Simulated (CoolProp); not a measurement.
A simple Rankine cycle with propylene: condensing at 300.15 K, boiler at 3.92 MPa, turbine inlet 360.9 K, turbine efficiency 0.6, pump efficiency 0.7, no recuperator. Each further row changes one setting.

Computed with CoolProp (reference Helmholtz-energy equation of state, Lemmon 2013).

```csv
case,thermal efficiency (%),net work (kJ/kg),heat in (kJ/kg),turbine exit temperature (K),volume ratio over the turbine
as stated,6.3,[?],351,300.2,[?]
turbine inlet 380.9 K,7.0,29.1,416,329.0,3.53
condensing temperature 292.15 K,[?],[?],[?],292.1,4.76
boiler pressure 2.74 MPa,5.3,21.6,[?],327.2,2.36
turbine efficiency 0.5,4.9,17.2,351,301.3,3.91
```

Problem. Some entries are withheld; supply them.

Solution. 
- as stated, net work (kJ/kg): 22.2
- as stated, volume ratio over the turbine: 3.85
- condensing temperature 292.15 K, thermal efficiency (%): 7.3
- condensing temperature 292.15 K, net work (kJ/kg): 27.1
- condensing temperature 292.15 K, heat in (kJ/kg): 371
- boiler pressure 2.74 MPa, heat in (kJ/kg): 405

The expansion ends wet for: as stated; condensing temperature 292.15 K.
